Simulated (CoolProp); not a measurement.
Vapour-liquid equilibrium of hydrogen sulfide (1) + n-heptane (2) at 0.248 MPa; x and y are mole fractions of (1).

Computed with CoolProp (multi-fluid Helmholtz-energy mixture model, Lemmon 2006 and Span 2003; pair parameters Kunz 2012).

Give the bubble temperature and the first vapour's composition at x = 0.45, 0.55, 0.85. Is there an azeotrope?

x = 0.45: 242.3 K, y = 0.999; x = 0.55: 240.1 K, y = 1.000; x = 0.85: 235.3 K, y = 1.000. No azeotrope shows between x = 0.05 and 0.95.

The pair parameters rest on a limited set of measurements; away from them the model extrapolates. The gap from Raoult's law changes sign with composition, which may be real or a fault of the pair parameters; it wasn't checked against measurements. With so large a gap from Raoult's law the liquid may split in two, which this calculation doesn't test in full.
